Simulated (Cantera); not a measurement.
A Cantera script and what it prints.

```python
import numpy as np
import cantera as ct

gas_names = """
    B BF BF2 BF3 BH BHF2 BH2 BH3 BO BOF BOF2 BO2 B2 B2O B2O2 B2O3 B3O3F3 B3O3H3 F FO FO2 F2 F2O H HBO
    HBO2 HF HOF HO2 H2 H2F2 H2O H2O2 H3B3O6 H3F3 H4F4 H5F5 H6F6 H7F7 O OH O2 O3
""".split()
cond_names = """
    B(b) B(L) B2O3(L) B3O3H3(cr) H2O(s) H2O(L)
""".split()


# ... load() reads the species with a 1 bar reference pressure and builds the phases ...
atoms = {
    'B2O3': {'B': 2, 'O': 3},
    'HF': {'H': 1, 'F': 1},
}
top_T = {}  # K; cautious upper limits of use, not melting points


# ... equilibrate(T, P, feed) seeds the gas with the atoms and calls Mixture.equilibrate('TP', solver="vcs", rtol=1e-11, max_steps=5000) ...
results = []
feed = {'B2O3': 1, 'HF': 19}  # mol
P = 37  # Pa
for T in [850, 1000, 1150, 1300, 1450, 1600, 1750, 1900]:
    mix = equilibrate(T, P, feed)
    results.append((T, P, feed, dict(zip(mix.species_names, mix.species_moles))))
    x = sorted(zip(gas.X, gas.species_names), reverse=True)
    print(f"T = {T:g} K  P = {P:g} Pa  gas = {mix.phase_moles(0):.4g} mol")
    print("   x: " + "  ".join(f"{s} {v:.3e}" for v, s in x if v > 1e-06))
    print("   condensed (mol): " + ("  ".join(f"{mix.phase(i).name} {mix.phase_moles(i):.4g}"
          for i in range(1, mix.n_phases) if mix.phase_moles(i) > 1e-12) or "none"))
```

Output:

```
T = 850 K  P = 37 Pa  gas = 18 mol
   x: HF 7.223e-01  H2O 1.666e-01  BF3 1.111e-01  BOF 6.149e-06  B3O3F3 3.748e-06
   condensed (mol): none
T = 1000 K  P = 37 Pa  gas = 18.02 mol
   x: HF 7.239e-01  H2O 1.653e-01  BF3 1.098e-01  BOF 8.680e-04  B3O3F3 8.357e-05  HBO2 4.703e-05  H2 1.056e-06
   condensed (mol): none
T = 1150 K  P = 37 Pa  gas = 18.41 mol
   x: HF 7.525e-01  H2O 1.393e-01  BF3 8.602e-02  BOF 2.094e-02  HBO2 1.063e-03  B3O3F3 2.077e-04  H2 1.273e-05  O2 5.974e-06
   condensed (mol): none
T = 1300 K  P = 37 Pa  gas = 19.36 mol
   x: HF 8.143e-01  H2O 8.236e-02  BOF 6.824e-02  BF3 3.290e-02  HBO2 2.113e-03  H2 6.667e-05  O2 3.107e-05  B3O3F3 9.684e-06  OH 7.575e-06  BOF2 1.617e-06  B2O3 1.065e-06
   condensed (mol): none
T = 1450 K  P = 37 Pa  gas = 19.85 mol
   x: HF 8.433e-01  BOF 9.126e-02  H2O 5.555e-02  BF3 7.464e-03  HBO2 2.004e-03  H2 2.532e-04  O2 1.167e-04  OH 4.115e-05  H 7.824e-06  B2O3 2.313e-06  BO2 1.840e-06  BOF2 1.706e-06  O 1.128e-06
   condensed (mol): none
T = 1600 K  P = 37 Pa  gas = 19.98 mol
   x: HF 8.498e-01  BOF 9.661e-02  H2O 4.858e-02  HBO2 1.970e-03  BF3 1.494e-03  H2 8.500e-04  O2 3.885e-04  OH 1.844e-04  H 8.241e-05  O 1.486e-05  BO2 9.172e-06  F 4.450e-06  B2O3 3.815e-06  BOF2 1.376e-06
   condensed (mol): none
T = 1750 K  P = 37 Pa  gas = 20.03 mol
   x: HF 8.500e-01  BOF 9.748e-02  H2O 4.532e-02  H2 2.378e-03  HBO2 1.958e-03  O2 1.092e-03  OH 6.587e-04  H 5.896e-04  BF3 3.604e-04  O 1.285e-04  BO2 3.465e-05  F 2.716e-05  B2O3 5.642e-06  BF2 1.212e-06  BOF2 1.093e-06
   condensed (mol): none
T = 1900 K  P = 37 Pa  gas = 20.12 mol
   x: HF 8.467e-01  BOF 9.736e-02  H2O 4.017e-02  H2 5.393e-03  H 3.030e-03  O2 2.545e-03  OH 1.854e-03  HBO2 1.821e-03  O 7.824e-04  F 1.275e-04  BF3 1.142e-04  BO2 1.017e-04  BO 8.478e-06  B2O3 7.303e-06  BF2 2.455e-06
   condensed (mol): none
```

Equilibrium computed with Cantera from the NASA thermochemical tables; the gas is ideal and each condensed phase is pure.
